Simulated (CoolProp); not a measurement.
R1234ze(E) at several states: density (kg/m³) from the reference equation and from simpler models built on Tc = 382.5 K, pc = 3.635 MPa, ω = 0.313; each cubic takes its own stable root.

The numbers come from the reference Helmholtz-energy equation of state, Thol 2016 in CoolProp.

| T (K) | p (MPa) | phase | reference | van der Waals | Soave-Redlich-Kwong |
|---|---|---|---|---|---|
| 286.7 | 0.0204 | gas | 0.9812 | 0.9792 | 0.9807 |
| 266.7 | 2.45 | liquid | 1266 | 760.7 | 1147 |
| 407.3 | 2.41 | gas | 102.8 | 101.5 | 101.9 |
